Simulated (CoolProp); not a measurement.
n-heptane along the isobar 0.869 MPa: Z from the reference equation and from simpler models built on Tc = 541.2 K, pc = 2.774 MPa, ω = 0.349; each cubic takes its own stable root.

Values from CoolProp's reference Helmholtz-energy equation of state, Span 2003. It is a short technical equation, of lower accuracy than the large ones.

```json
[
 {"T (K)": "509", "phase": "gas", "reference": "0.8428", "Redlich-Kwong": "0.8589", "Soave-Redlich-Kwong": "0.8526", "Peng-Robinson": "0.8403"},
 {"T (K)": "515.1", "phase": "gas", "reference": "0.8508", "Redlich-Kwong": "0.8644", "Soave-Redlich-Kwong": "0.8595", "Peng-Robinson": "0.8474"},
 {"T (K)": "521.1", "phase": "gas", "reference": "0.8582", "Redlich-Kwong": "0.8695", "Soave-Redlich-Kwong": "0.8659", "Peng-Robinson": "0.8539"},
 {"T (K)": "527.2", "phase": "gas", "reference": "0.8651", "Redlich-Kwong": "0.8744", "Soave-Redlich-Kwong": "0.8720", "Peng-Robinson": "0.8601"},
 {"T (K)": "533.3", "phase": "gas", "reference": "0.8715", "Redlich-Kwong": "0.8791", "Soave-Redlich-Kwong": "0.8778", "Peng-Robinson": "0.8660"},
 {"T (K)": "539.3", "phase": "gas", "reference": "0.8775", "Redlich-Kwong": "0.8834", "Soave-Redlich-Kwong": "0.8831", "Peng-Robinson": "0.8715"},
 {"T (K)": "545.4", "phase": "gas", "reference": "0.8831", "Redlich-Kwong": "0.8876", "Soave-Redlich-Kwong": "0.8883", "Peng-Robinson": "0.8768"},
 {"T (K)": "551.5", "phase": "gas", "reference": "0.8884", "Redlich-Kwong": "0.8917", "Soave-Redlich-Kwong": "0.8932", "Peng-Robinson": "0.8818"},
 {"T (K)": "557.5", "phase": "gas", "reference": "0.8934", "Redlich-Kwong": "0.8954", "Soave-Redlich-Kwong": "0.8977", "Peng-Robinson": "0.8865"},
 {"T (K)": "563.6", "phase": "gas", "reference": "0.8980", "Redlich-Kwong": "0.8990", "Soave-Redlich-Kwong": "0.9021", "Peng-Robinson": "0.8911"},
 {"T (K)": "569.7", "phase": "gas", "reference": "0.9025", "Redlich-Kwong": "0.9025", "Soave-Redlich-Kwong": "0.9063", "Peng-Robinson": "0.8954"},
 {"T (K)": "575.7", "phase": "gas", "reference": "0.9066", "Redlich-Kwong": "0.9058", "Soave-Redlich-Kwong": "0.9102", "Peng-Robinson": "0.8994"},
 {"T (K)": "581.8", "phase": "gas", "reference": "0.9105", "Redlich-Kwong": "0.9089", "Soave-Redlich-Kwong": "0.9140", "Peng-Robinson": "0.9033"},
 {"T (K)": "587.9", "phase": "gas", "reference": "0.9143", "Redlich-Kwong": "0.9119", "Soave-Redlich-Kwong": "0.9176", "Peng-Robinson": "0.9071"},
 {"T (K)": "593.9", "phase": "gas", "reference": "0.9177", "Redlich-Kwong": "0.9148", "Soave-Redlich-Kwong": "0.9210", "Peng-Robinson": "0.9106"},
 {"T (K)": "600", "phase": "gas", "reference": "0.9211", "Redlich-Kwong": "0.9176", "Soave-Redlich-Kwong": "0.9243", "Peng-Robinson": "0.9140"}
]
```
